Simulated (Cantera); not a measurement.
Feed: 1 mol SiH4, 180 mol H2, at 2100 Pa.

Method: chemical equilibrium by Gibbs-energy minimisation in Cantera with the NASA 1993 tables (ideal gas, pure condensed phases). Candidate condensed phases: Si; 9 gas species. Gases not in the tables: Si2H6 and higher silanes. The numbers say what is thermodynamically allowed, not how fast it happens.

Over these rows the condensed part is Si(s). Partial pressures as log10 of bar:

```json
[
 {"T (K)": "1423", "1000/T (1/K)": "0.7027", "log p Si": "-8.82", "log p H2": "-1.68"},
 {"T (K)": "1473", "1000/T (1/K)": "0.6789", "log p Si": "-8.26", "log p H2": "-1.68"},
 {"T (K)": "1523", "1000/T (1/K)": "0.6566", "log p Si": "?", "log p H2": "-1.68"},
 {"T (K)": "1573", "1000/T (1/K)": "0.6357", "log p Si": "-7.26", "log p H2": "-1.68"},
 {"T (K)": "1623", "1000/T (1/K)": "0.6161", "log p Si": "-6.81", "log p H2": "-1.68"},
 {"T (K)": "1673", "1000/T (1/K)": "0.5977", "log p Si": "-6.38", "log p H2": "-1.68"}
]
```

Q: Fit log p(Si) = a + b·(1000/T) to the five rows, give the apparent enthalpy, and predict the row at 1523 K.

A: Means: 1000/T = 0.6462, log p = -7.506. Sxy = -0.177040, Sxx = 0.0076300, so b = -23.20 and a = -7.506 − (-23.20)×0.6462 = 7.49.
Apparent enthalpy: −19.145 × (-23.20) = 444 kJ/mol. The condensed phases alone fix this pressure, through Si(s) = Si(g), so the slope is that reaction's ΔH° and the other gases don't enter. The five rows lie within 0.01 of the line.
Prediction at 1523 K: 7.49 + (-23.20)×0.6566 = -7.74. The computed value is -7.74, 0.00 from the line.
